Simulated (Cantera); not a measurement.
# Equilibrium for carbon deposition, reforming and gasification: toluene + CO2

Charge: 1 mol toluene, 4.4 mol CO2, equilibrated at 1000 °C and 0.170 bar.

Equilibrium computed with Cantera from the NASA thermochemical tables; the gas is ideal and each condensed phase is pure. Candidate condensed phases: C, C6H6, C7H8, C8H18, H2O; 110 gas species. Equilibrium is a limit: real reactors are often held back by kinetics, nucleation or transport.

The x(CO) comes out as 0.687. The x(H2) is 0.312 and the x(CO2) is 0.000576. The x(H2O) is 0.000433 and the x(CH4) is 0.000156. The n(C(graphite)) is 2.61 mol. The gas amount is 12.79 mol.
